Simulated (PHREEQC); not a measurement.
Solution (35 °C): 0.031 mol/kgw NH3, 0.097 mol/kgw K2SO4 and 0.07 mol/kgw KH2PO4. Closed to the air; pH follows from the charge balance.

Equilibrium calculation in PHREEQC: ion-association model, phreeqc.dat.

No solid was allowed to form.

Task: Order these K species by the share of K that they hold, largest first: K+, KSO4-, KHPO4-.

Result: K+ (89 %), KSO4- (10 %), KHPO4- (1.1 %)

Task: Order these P species by the share of P that they hold, largest first: KHPO4-, HPO4-2, H2PO4-.

Result: H2PO4- (56 %), HPO4-2 (40 %), KHPO4- (4.1 %)

The pH is 6.57 and the ionic strength 0.354 mol/kgw.
